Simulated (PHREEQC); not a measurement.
# Spent oxide etchant

Make-up at 20 °C: 5.5 mmol/kgw HF, 9.6 mmol/kgw (NH4)2SiF6 and 0.051 mmol/kgw H3BO3. Closed to the air; pH follows from the charge balance.

The numbers come from PHREEQC with the ion-association model, wateq4f.dat.

No solid was allowed to form.

Question: What pH does the model give?

Answer: pH 2.79.

Question: In which forms is B present?

Answer: BF4- 78 %, H3BO3 12 %, BF3OH- 7.4 %, BF2(OH)2- 2.4 % of the B.

SiF6-2 is the database's only silicon fluoride. Real BF4- forms and hydrolyses slowly; the run takes it at equilibrium.
